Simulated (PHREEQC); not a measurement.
A PHREEQC speciation (ion-association model, wateq4f.dat) at 84 °C gives pH 5.28 and these molalities:

| species | mol/kgw |
|---|---|
| FeSO4 | 0.189 |
| Fe+2 | 0.126 |
| SO4-2 | 0.123 |
| CdSO4 | 0.0374 |
| Cd(SO4)2-2 | 0.0265 |
| Cd+2 | 0.0220 |
| K+ | 0.00926 |
| Cl- | 0.00759 |
| CdCl+ | 0.00404 |
| KSO4- | 0.00274 |
| FeCl+ | 0.000248 |
| FeOH+ | 9.38e-5 |
| HSO4- | 7.36e-5 |
| CdCl2 | 5.67e-5 |
| FeHSO4+ | 1.97e-5 |
| H+ | 7.13e-6 |
| CdOH+ | 4.80e-6 |

Q: What are the element totals, and what could have been dissolved in 1 kg of water to give them?

A: Several could match; the one computed here: totals Cd 0.0900, Cl 0.0120, Fe(2) 0.315, K 0.0120, S(6) 0.405 mol/kgw, from 0.09 mol/kgw CdSO4, 0.012 mol/kgw KCl and 0.315 mol/kgw FeSO4.

Precipitation was switched off in this run. Species that the database lacks are ignored. Constants without temperature data keep their 25 °C values here.
